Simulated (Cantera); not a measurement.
Ignition delay

Mixture: 9.76 % CH4, 0.703 % C2H6, 1.85 % C3H8, 18.3 % O2, 69.1 % N2, 0.244 % H2, equivalence ratio 1.7, at 1.00 bar, adiabatic and at constant pressure. Ignition delay is the time to a rise of 400 K.

Detailed kinetics in Cantera: GRI-Mech 3.0 (53 species, 325 reactions). GRI-Mech 3.0 was tuned for natural gas; its chemistry of propane as a main component is partial and can be far from experiment.

```
T0 (K)  delay (ms)
------  ----------
1000           187
1050          85.3
1100          37.5
1150          16.1
1200          6.93
1250          3.11
1300          1.48
1350         0.755
```

```
Quantity                                                Result
--------------------------------------------------  ----------
apparent activation energy between 1250 and 1350 K  200 kJ/mol
```
